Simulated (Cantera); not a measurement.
A perfectly stirred reactor is fed with NH3 : H2 = 1 : 25 (molar parts), at 1.01 bar; it is held at 1775 K, and followed from long to short residence time.

Computed with Cantera and the gas-phase N/H chemistry of the illustrative SiF4/NH3 mechanism in the Surface Chemkin manual (1991). Walls and surfaces, which speed up NH3 decomposition in real reactors, are not modelled.

Problem. What does this change do: temperature 1775 to 1248 K?

Solution. 
```
quantity                before     after
---------------------  -------  --------
x(NH3) at τ = 0.310 s   0.0352    0.0385
x(H2) at τ = 0.310 s     0.963     0.962
x(NH) at τ = 0.310 s   3.21e-7  1.19e-12
x(N) at τ = 0.310 s    1.94e-8    <1e-12
x(NH2) at τ = 0.310 s  2.44e-5   1.87e-8
x(NH3) at τ = 34.0 ms   0.0381    0.0385
x(H2) at τ = 34.0 ms     0.961     0.962
x(NH) at τ = 34.0 ms   3.05e-7    <1e-12
x(N) at τ = 34.0 ms    1.73e-8    <1e-12
x(NH2) at τ = 34.0 ms  2.47e-5   3.17e-9
```
